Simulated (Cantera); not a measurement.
An adiabatic, constant-volume homogeneous reactor starts with 19.3 % CO, 1.53 % H₂, 0.754 % CH₄, 16.4 % O₂, 61.5 % N₂, 0.561 % H₂O, at 1550 K and 100000 Pa.

Detailed kinetics in Cantera: GRI-Mech 3.0 (53 species, 325 reactions).

Predict: time of steepest temperature rise; temperature at 0.100 s; equilibrium temperature; x(CO) at 0.100 s; x(H₂) at 0.100 s; x(CO₂) at 0.100 s; x(OH) at 0.100 s.


```
Quantity                                                            Result
---------------------------------  ---------------------------------------
time of steepest temperature rise                                  35.9 µs
temperature at 0.100 s                                              2809 K
equilibrium temperature                                             2809 K
x(CO) at 0.100 s                     0.0690 (gas-phase equilibrium 0.0690)
x(H₂) at 0.100 s                   0.00197 (gas-phase equilibrium 0.00197)
x(CO₂) at 0.100 s                      0.145 (gas-phase equilibrium 0.145)
x(OH) at 0.100 s                     0.0120 (gas-phase equilibrium 0.0120)
```
